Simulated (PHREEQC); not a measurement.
Solution A (14 mmol/kgw HF, 9.9 mmol/kgw CsF and 39 mmol/kgw H2SO4) is mixed with solution B (0.031 mol KOH and 0.0019 mol (CH3)4NCl per kg of water) at 83 °C; shares are by mass of water, 1 kg in all. Oxygen alone is held at its pressure in air (log pO2 = -0.68). No CO2 enters from the air. No solid was allowed to form.

Equilibrium calculation in PHREEQC: ion-association model, wateq4f.dat.

Q: Predict pH, HF (mol/kgw), HSO4- (mol/kgw) at share of solution B = 0.2, 0.4, 0.7.

A: 
| share of solution B | pH | HF (mol/kgw) | HSO4- (mol/kgw) |
|---|---|---|---|
| 0.2 | 1.71 | 0.0186 | 0.0255 |
| 0.4 | 1.98 | 0.0138 | 0.0164 |
| 0.7 | 3.37 | 0.00437 | 0.000975 |

(CH3)4N+ isn't in the database: it is added as a free cation with an ion size of 4 Å. At this temperature some constants are extrapolated from 25 °C, and those without enthalpy data are left unchanged.
